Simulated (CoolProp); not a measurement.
Vapour-liquid equilibrium of R22 (1) + R142b (2) at 0.00234 MPa; x and y are mole fractions of (1).

Model: multi-fluid Helmholtz-energy mixture model, Kamei 1995 and Lemmon 2006; pair parameters Bell 2016, in CoolProp.

Give the bubble temperature and the first vapour's composition at x = 0.05, 0.65, 0.95. Is there an azeotrope?

x = 0.05: 195.0 K, y = 0.248; x = 0.65: 179.4 K, y = 0.935; x = 0.95: 175.3 K, y = 0.995. No azeotrope shows between x = 0.05 and 0.95.

The pair parameters rest on a limited set of measurements; away from them the model extrapolates.
